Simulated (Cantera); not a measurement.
**Adiabatic ignition**

An adiabatic, constant-volume homogeneous reactor starts with 7.55 % CH₄, 2.72 % H₂, 18.7 % O₂, 70.3 % N₂, 0.695 % H₂O, equivalence ratio 0.88, at 1725 K and 5.00 bar.

Cantera simulation using GRI-Mech 3.0 (53 species, 325 reactions); the numbers are that mechanism's predictions, not measurements. Above 3000 K some thermodynamic fits are extrapolated.

| t (s) | T (K) | P (bar) | x CH₄ | x H₂ | x O₂ | x N₂O | x CH₂CO |
|---|---|---|---|---|---|---|---|
| 9.00e-6 | 1728 | 5.01 | 0.0740 | 0.0269 | 0.186 | 3.42e-9 | 1.80e-7 |
| 1.96e-5 | 1954 | 5.72 | 0.0449 | 0.0329 | 0.159 | 8.10e-8 | 0.000393 |
| 4.29e-5 | 3086 | 9.21 | <1e-12 | 0.0156 | 0.0341 | 2.53e-6 | <1e-12 |
| 9.35e-5 | 3075 | 9.17 | <1e-12 | 0.0159 | 0.0310 | 2.67e-6 | <1e-12 |
| 0.000204 | 3068 | 9.15 | <1e-12 | 0.0160 | 0.0293 | 2.82e-6 | <1e-12 |
| 0.000445 | 3068 | 9.15 | <1e-12 | 0.0160 | 0.0291 | 2.84e-6 | <1e-12 |
| 0.000972 | 3068 | 9.15 | <1e-12 | 0.0160 | 0.0291 | 2.84e-6 | <1e-12 |
| 0.00212 | 3068 | 9.15 | <1e-12 | 0.0160 | 0.0291 | 2.84e-6 | <1e-12 |
| 0.00463 | 3068 | 9.15 | <1e-12 | 0.0160 | 0.0291 | 2.84e-6 | <1e-12 |
| 0.0101 | 3068 | 9.15 | <1e-12 | 0.0160 | 0.0291 | 2.84e-6 | <1e-12 |
| 0.0220 | 3068 | 9.15 | <1e-12 | 0.0160 | 0.0291 | 2.84e-6 | <1e-12 |
| 0.0481 | 3068 | 9.15 | <1e-12 | 0.0160 | 0.0291 | 2.84e-6 | <1e-12 |
| 0.105 | 3068 | 9.15 | <1e-12 | 0.0160 | 0.0291 | 2.84e-6 | <1e-12 |
| 0.229 | 3068 | 9.15 | <1e-12 | 0.0160 | 0.0291 | 2.84e-6 | <1e-12 |
| 0.500 | 3068 | 9.15 | <1e-12 | 0.0160 | 0.0291 | 2.84e-6 | <1e-12 |
x: mole fraction; the columns are a selection and need not sum to one.

```yaml
time_of_steepest_temperature_rise: 21.3 µs
temperature at 0.500 s: 3068 K
equilibrium_temperature: 3068 K
x(CH₄) at 0.500 s: <1e-12 (gas-phase equilibrium <1e-12)
x(H₂) at 0.500 s: 0.0160 (gas-phase equilibrium 0.0160)
x(O₂) at 0.500 s: 0.0291 (gas-phase equilibrium 0.0291)
```
